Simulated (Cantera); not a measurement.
What does this Cantera script print?

```python
import numpy as np
import cantera as ct

gas_names = """
    CL CL2 H HCL H2 Si SiCL SiCL2 SiCL3 SiCL4 SiH SiHCL3 SiH2 SiH2CL2 SiH3 SiH3CL SiH4 Si2 Si3
""".split()
cond_names = """
    Si(cr) Si(L)
""".split()


def load(file, names, dense=False):
    # The tables refer to 1 bar. Condensed volumes are neglected.
    table = {s.name: s for s in ct.Species.list_from_file(file)}
    out = []
    for n in names:
        d = dict(table[n].input_data)
        d["thermo"] = dict(d["thermo"], **{"reference-pressure": 1e5})
        if dense:
            d["equation-of-state"] = {"model": "constant-volume", "density": "1e6 g/cm^3"}
        out.append(ct.Species.from_dict(d))
    return out


gas = ct.Solution(thermo="ideal-gas", species=load("nasa_gas.yaml", gas_names))
cond = {s.name: ct.Solution(thermo="fixed-stoichiometry", species=[s], name=s.name)
        for s in load("nasa_condensed.yaml", cond_names, dense=True)}
atoms = {
    'SiHCl3': {'Si': 1, 'H': 1, 'CL': 3},
    'Cl2': {'CL': 2},
    'H2': {'H': 2},
}
top_T = {}  # K; cautious upper limits of use, not melting points


def equilibrate(T, P, feed):
    n = {}
    for name, mol in feed.items():
        for a, k in atoms[name].items():
            n[a] = n.get(a, 0.0) + k * mol
    gas.TPX = T, P, n
    mass = sum(n.values()) * gas.mean_molecular_weight
    gas.equilibrate("TP")
    valid = [c for c in cond.values() if c.min_temp <= T <= top_T.get(c.name, c.max_temp)]
    mix = ct.Mixture([(gas, mass / gas.mean_molecular_weight)] + [(c, 0.0) for c in valid])
    mix.T, mix.P = T, P
    mix.equilibrate("TP", solver="vcs", rtol=1e-11, max_steps=5000)
    return mix


results = []
feed = {'SiHCl3': 1, 'Cl2': 0.11, 'H2': 130}  # mol
P = 101325  # Pa
for T in [850, 925, 1000, 1075, 1150, 1225, 1300, 1375, 1450, 1525]:
    mix = equilibrate(T, P, feed)
    results.append((T, P, feed, dict(zip(mix.species_names, mix.species_moles))))
    x = sorted(zip(gas.X, gas.species_names), reverse=True)
    print(f"T = {T:g} K  P = {P:g} Pa  gas = {mix.phase_moles(0):.4g} mol")
    print("   x: " + "  ".join(f"{s} {v:.3e}" for v, s in x if v > 1e-05))
    print("   condensed (mol): " + ("  ".join(f"{mix.phase(i).name} {mix.phase_moles(i):.4g}"
          for i in range(1, mix.n_phases) if mix.phase_moles(i) > 1e-12) or "none"))
```

Result:

```
T = 850 K  P = 101325 Pa  gas = 131.2 mol
   x: H2 9.918e-01  SiHCL3 3.986e-03  SiCL4 2.600e-03  HCL 1.073e-03  SiH2CL2 5.374e-04  SiH3CL 1.721e-05
   condensed (mol): Si(cr) 0.06219
T = 925 K  P = 101325 Pa  gas = 131.2 mol
   x: H2 9.908e-01  SiHCL3 3.707e-03  SiCL4 2.457e-03  HCL 2.386e-03  SiH2CL2 5.492e-04  SiCL3 2.266e-05  SiH3CL 2.009e-05
   condensed (mol): Si(cr) 0.1123
T = 1000 K  P = 101325 Pa  gas = 131.3 mol
   x: H2 9.893e-01  HCL 4.605e-03  SiHCL3 3.292e-03  SiCL4 2.175e-03  SiH2CL2 5.375e-04  SiCL3 5.720e-05  SiCL2 3.644e-05  SiH3CL 2.241e-05
   condensed (mol): Si(cr) 0.1963
T = 1075 K  P = 101325 Pa  gas = 131.5 mol
   x: H2 9.870e-01  HCL 7.844e-03  SiHCL3 2.707e-03  SiCL4 1.732e-03  SiH2CL2 4.951e-04  SiCL2 1.217e-04  SiCL3 1.154e-04  SiH3CL 2.379e-05
   condensed (mol): Si(cr) 0.317
T = 1150 K  P = 101325 Pa  gas = 131.6 mol
   x: H2 9.841e-01  HCL 1.184e-02  SiHCL3 1.971e-03  SiCL4 1.168e-03  SiH2CL2 4.174e-04  SiCL2 3.136e-04  SiCL3 1.830e-04  SiH3CL 2.382e-05
   condensed (mol): Si(cr) 0.4633
T = 1225 K  P = 101325 Pa  gas = 131.8 mol
   x: H2 9.812e-01  HCL 1.580e-02  SiHCL3 1.202e-03  SiCL2 6.203e-04  SiCL4 6.201e-04  SiH2CL2 3.110e-04  SiCL3 2.206e-04  SiH3CL 2.218e-05
   condensed (mol): Si(cr) 0.605
T = 1300 K  P = 101325 Pa  gas = 132 mol
   x: H2 9.791e-01  HCL 1.868e-02  SiCL2 9.503e-04  SiHCL3 5.987e-04  SiCL4 2.507e-04  SiH2CL2 2.017e-04  SiCL3 2.004e-04  SiH3CL 1.910e-05
   condensed (mol): Si(cr) 0.7068
T = 1375 K  P = 101325 Pa  gas = 132 mol
   x: H2 9.780e-01  HCL 2.018e-02  SiCL2 1.200e-03  SiHCL3 2.596e-04  SiCL3 1.480e-04  SiH2CL2 1.189e-04  SiCL4 8.395e-05  SiH3CL 1.559e-05
   condensed (mol): Si(cr) 0.7588
T = 1450 K  P = 101325 Pa  gas = 132.1 mol
   x: H2 9.775e-01  HCL 2.077e-02  SiCL2 1.361e-03  SiHCL3 1.090e-04  SiCL3 1.001e-04  SiH2CL2 6.848e-05  SiCL4 2.688e-05  SiH3CL 1.250e-05
   condensed (mol): Si(cr) 0.7781
T = 1525 K  P = 101325 Pa  gas = 132.1 mol
   x: H2 9.774e-01  HCL 2.096e-02  SiCL2 1.472e-03  SiCL3 6.679e-05  SiHCL3 4.746e-05  SiH2CL2 4.028e-05  H 2.323e-05  SiH3CL 1.008e-05
   condensed (mol): Si(cr) 0.7822
```

Method: chemical equilibrium by Gibbs-energy minimisation in Cantera with the NASA 1993 tables (ideal gas, pure condensed phases). The tables' values for SiCl3 are old estimates; treat these amounts as uncertain.
